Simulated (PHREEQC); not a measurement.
A PHREEQC input (ion-association model, phreeqc.dat):

```
SOLUTION 1
  temp 30
  units percent
  pH 5.9
  pe 9.4
  Na 0.00759
  K 0.0054
  Ca 0.0111
  Mg 0.00145
  Cl 0.00994
  S(6) 0.0104 as SO4
  Alkalinity 0.0417 as HCO3
  O(0) 2.31e-05
END
USE solution 1
EQUILIBRIUM_PHASES 1
  CO2(g) -2 10
END
```

It stops with these messages:

```
ERROR: Calculations terminating due to input errors.
```

The fault: a unit that the program doesn't know. The line should read `units mg/L` where the input has `units percent`. With the mend the run ends at pH 4.94 and ionic strength 1.32e-5 mol/kgw.
